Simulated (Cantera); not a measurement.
A Cantera script and its output.

```python
import numpy as np
import cantera as ct

gas = ct.Solution("gri30.yaml")
gas.TPX = 473, 95000, {'CH4': 1, 'O2': 2, 'N2': 7.52}
flame = ct.FreeFlame(gas, width=0.041)
flame.set_refine_criteria(ratio=3, slope=0.08, curve=0.16)
flame.transport_model = "mixture-averaged"
flame.solve(loglevel=0, auto=True)
flame.transport_model = "multicomponent"
flame.soret_enabled = True
flame.solve(loglevel=0, refine_grid=True)
z, T = flame.grid, flame.T
thick = (T[-1] - T[0]) / np.gradient(T, z).max()
show = ['CH4', 'O2', 'HO2', 'CH2CO', 'H2', 'NO2']
print(f"laminar burning velocity  {flame.velocity[0] * 100:.3f} cm/s")
print(f"burnt temperature         {T[-1]:.1f} K")
print(f"thermal thickness         {thick * 1e3:.4f} mm")
print(f"grid points               {len(z)}")
z0 = z[flame.heat_release_rate.argmax()]
print(f"{'z/mm':>9s}{'T/K':>9s}{'u/(m/s)':>9s}" + "".join(f"{s:>11s}" for s in show))
rows = []
for k in (-3, -2, -1.5, -1, -0.5, -0.25, 0, 0.25, 0.5, 1, 2, 4, 8):
    zz = z0 + k * thick
    rows.append([k * thick, np.interp(zz, z, T), np.interp(zz, z, flame.velocity),
                 *(np.interp(zz, z, flame.X[gas.species_index(s)]) for s in show)])
    print(f"{rows[-1][0] * 1e3:9.3f}{rows[-1][1]:9.1f}{rows[-1][2]:9.3f}" + "".join(f"{x:11.3e}" for x in rows[-1][3:]))
```

Result:

```
laminar burning velocity  83.606 cm/s
burnt temperature         2314.0 K
thermal thickness         0.3911 mm
grid points               156
     z/mm      T/K  u/(m/s)        CH4         O2        HO2      CH2CO         H2        NO2
   -1.173    473.1    0.837  9.500e-02  1.900e-01  4.133e-08  1.705e-10  4.567e-04  5.460e-11
   -0.782    474.3    0.840  9.472e-02  1.898e-01  6.148e-07  4.520e-09  1.489e-03  1.012e-09
   -0.587    480.0    0.851  9.393e-02  1.894e-01  3.470e-06  4.098e-08  2.882e-03  6.676e-09
   -0.391    530.1    0.943  8.941e-02  1.864e-01  3.171e-05  8.221e-07  6.082e-03  6.491e-08
   -0.196    919.0    1.655  6.497e-02  1.557e-01  1.348e-04  2.330e-05  1.365e-02  9.532e-08
   -0.098   1343.4    2.449  3.653e-02  1.133e-01  1.676e-04  8.532e-05  1.899e-02  2.933e-08
    0.000   1742.8    3.208  8.631e-03  6.358e-02  1.060e-04  1.003e-04  2.079e-02  7.708e-09
    0.098   1903.8    3.506  5.851e-04  3.540e-02  1.721e-05  1.533e-05  1.651e-02  2.747e-09
    0.196   1948.8    3.576  1.970e-05  2.607e-02  7.209e-06  6.053e-07  1.404e-02  2.910e-09
    0.391   2000.5    3.650  3.075e-08  2.121e-02  5.359e-06  9.078e-10  1.341e-02  3.357e-09
    0.782   2065.5    3.752  7.614e-12  1.834e-02  4.034e-06  2.677e-13  1.243e-02  4.229e-09
    1.564   2140.7    3.871  9.960e-17  1.552e-02  2.797e-06 -1.617e-16  1.049e-02  6.211e-09
    3.129   2211.7    3.981  9.293e-17  1.262e-02  1.871e-06  1.141e-17  8.290e-03  1.040e-08
```

Computed with Cantera and GRI-Mech 3.0 (53 species, 325 reactions). Burning velocities carry a grid error of a few per cent, more on coarse grids.
